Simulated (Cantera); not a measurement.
Catalytic combustion on Pt

An isothermal plug-flow reactor at 825 K and 87000 Pa (inlet), inlet velocity 0.17 m/s, active area per volume 770 1/m; feed CO : O2 : N2 : H2O = 0.0027 : 0.062 : 0.79 : 0.053 (molar parts), equivalence ratio 0.022.

Model: Deutschmann's 1995 Pt surface mechanism with GRI-Mech 3.0 gas chemistry, integrated in Cantera. Catalytic surfaces can have several steady states; this one follows from the mechanism file's or the stated starting coverage. Mass transfer to the wall is taken as infinitely fast.

```json
[
 {"z (m)": "8.1e-05", "x CO": "0.00140", "x O2": "0.0676", "x H2O": "0.0584", "x CO2": "0.00158", "θ free Pt": "0.0707", "θ O*": "0.923", "θ OH*": "0.00541"},
 {"z (m)": "0.00016", "x CO": "0.000823", "x O2": "0.0673", "x H2O": "0.0585", "x CO2": "0.00216", "θ free Pt": "0.0655", "θ O*": "0.929", "θ OH*": "0.00522"},
 {"z (m)": "0.0003", "x CO": "0.000360", "x O2": "0.0671", "x H2O": "0.0585", "x CO2": "0.00262", "θ free Pt": "0.0621", "θ O*": "0.933", "θ OH*": "0.00509"},
 {"z (m)": "0.00058", "x CO": "7.85e-5", "x O2": "0.0670", "x H2O": "0.0585", "x CO2": "0.00290", "θ free Pt": "0.0603", "θ O*": "0.935", "θ OH*": "0.00502"},
 {"z (m)": "0.0011", "x CO": "5.07e-6", "x O2": "0.0669", "x H2O": "0.0585", "x CO2": "0.00297", "θ free Pt": "0.0598", "θ O*": "0.935", "θ OH*": "0.00501"},
 {"z (m)": "0.0022", "x CO": "1.58e-8", "x O2": "0.0669", "x H2O": "0.0585", "x CO2": "0.00298", "θ free Pt": "0.0598", "θ O*": "0.935", "θ OH*": "0.00500"},
 {"z (m)": "0.0042", "x CO": "<1e-12", "x O2": "0.0669", "x H2O": "0.0585", "x CO2": "0.00298", "θ free Pt": "0.0598", "θ O*": "0.935", "θ OH*": "0.00500"},
 {"z (m)": "0.0081", "x CO": "<1e-12", "x O2": "0.0669", "x H2O": "0.0585", "x CO2": "0.00298", "θ free Pt": "0.0598", "θ O*": "0.935", "θ OH*": "0.00500"}
]
```
x: gas mole fraction; θ: surface coverage.
